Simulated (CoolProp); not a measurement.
Vapour-liquid equilibrium of R152A (1) + R227EA (2) at 305.5 K; x and y are mole fractions of (1).

Values from CoolProp's multi-fluid Helmholtz-energy mixture model, Outcalt 1996 and Lemmon 2016; pair parameters Bell 2016.

| x | bubble pressure, mixture model (bar) | bubble pressure, Raoult's law (bar) | y, mixture model | y, Raoult's law |
|---|---|---|---|---|
| 0.05 | 5.703 | 5.746 | 0.057 | 0.064 |
| 0.125 | 5.793 | 5.874 | 0.145 | 0.157 |
| 0.2 | 5.908 | 6.003 | (withheld) | 0.246 |
| 0.275 | 6.043 | 6.131 | 0.323 | 0.331 |
| 0.35 | 6.193 | 6.260 | (withheld) | 0.412 |
| 0.425 | 6.350 | 6.388 | 0.489 | 0.491 |
| 0.5 | 6.509 | 6.517 | 0.566 | 0.566 |
| 0.575 | 6.666 | 6.645 | 0.638 | 0.638 |
| 0.65 | 6.817 | 6.774 | 0.705 | 0.708 |
| 0.725 | 6.960 | 6.902 | 0.770 | 0.774 |
| 0.8 | 7.091 | 7.031 | 0.832 | 0.839 |
| 0.875 | 7.210 | 7.159 | 0.894 | 0.901 |
| 0.95 | (withheld) | 7.288 | 0.957 | 0.961 |

Task: What belongs in the gaps?

Result: 
- 0.2, y, mixture model: 0.235
- 0.35, y, mixture model: 0.408
- 0.95, bubble pressure, mixture model (bar): 7.314

The largest gap from Raoult's law is -1.6 % in bubble pressure, at x = 0.2. No azeotrope shows between x = 0.05 and 0.95.

The pair parameters rest on a limited set of measurements; away from them the model extrapolates. The gap from Raoult's law changes sign with composition, which may be real or a fault of the pair parameters; it wasn't checked against measurements.
